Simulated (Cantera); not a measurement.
A closed system holds: 1 mol Al, 2.6 mol N₂, 37 mol H₂, at 1425 °C and 1.33 mbar.

Equilibrium computed with Cantera from the NASA thermochemical tables; the gas is ideal and each condensed phase is pure. Candidate condensed phases: Al, AlN; 13 gas species. Equilibrium is a limit: real reactors are often held back by kinetics, nucleation or transport.

Base state: H₂ 0.940, N₂ 0.0545, H 0.00384, Al 0.00208, AlH 4.48e-5 (mole fractions); condensed: AlN(s).

**Question.** What changes in the equilibrium state with this change: pressure from 1.33 mbar to 13.3 mbar?

**Answer.** 
```tsv
species	before	after
H₂	0.940	0.945
N₂	0.0545	0.0537
H	0.00384	0.00122
Al	0.00208	6.62e-5
AlH	4.48e-5	4.53e-6
AlN(s), mol	0.917	0.997
```
